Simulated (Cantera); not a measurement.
## Stirred combustor or abatement burner

A perfectly stirred reactor is fed with 17.7 % CO, 0.885 % H2, 6.19 % CH4, 12.8 % O2, 62.5 % N2, equivalence ratio 1.7, at 100000 Pa; it is adiabatic with a 623 K inlet, and is followed from long to short residence time, starting on the burning branch (τ in s: 0.22, 0.097, 0.043, 0.019, 0.0082, 0.0036, 0.0016, 0.00069, 0.0003, 0.00013, 5.8e-05).

Cantera simulation using GRI-Mech 3.0 (53 species, 325 reactions); the numbers are that mechanism's predictions, not measurements.

```tsv
τ (s)	T (K)	x CO	x H2	x CH4	x OH	x NO2
0.22	2035	0.146	0.0328	1.19e-5	0.000407	7.80e-10
0.097	2030	0.146	0.0327	1.41e-5	0.000569	1.05e-9
0.043	2023	0.146	0.0327	1.72e-5	0.000794	1.36e-9
0.019	2013	0.145	0.0325	2.26e-5	0.00109	1.69e-9
0.0082	1998	0.145	0.0324	3.24e-5	0.00148	2.04e-9
0.0036	1979	0.145	0.0322	5.00e-5	0.00193	2.32e-9
0.0016	1953	0.145	0.0320	8.22e-5	0.00242	2.42e-9
0.00069	1917	0.146	0.0318	0.000150	0.00290	2.27e-9
0.00030	1872	0.148	0.0312	0.000300	0.00324	1.89e-9
0.00013	1809	0.154	0.0301	0.000717	0.00325	1.43e-9
5.8e-5	623	0.177	0.00885	0.0619	<1e-12	<1e-12
```
x: mole fraction; the columns are a selection and need not sum to one.
